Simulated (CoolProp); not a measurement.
The fluid at 293.15 K and 5.33 MPa is throttled through a valve to 0.315 MPa with no heat exchange. The same conditions are run with several fluids, on thermodynamics alone (safety and materials aside).

The numbers come from the reference Helmholtz-energy equation of state of each fluid (CF4 (R14): Platzer 1990; oxygen: Schmidt 1985; nitrogen: Span 2000; methane: Setzmann 1991; ethylene: Smukala 2000) in CoolProp. The equations of Platzer and Polt are older, rougher fits.

Rank CF4 (R14), oxygen, nitrogen, methane, ethylene by temperature change (K), highest first.

nitrogen (-10.5), oxygen (-13.7), methane (-23.7), CF4 (R14) (-32.8), ethylene (-93.0)

| fluid | final density (kg/m³) |
|---|---|
| CF4 (R14) | 13.1 |
| oxygen | 4.35 |
| nitrogen | 3.76 |
| methane | 2.27 |
| ethylene | 5.67 |
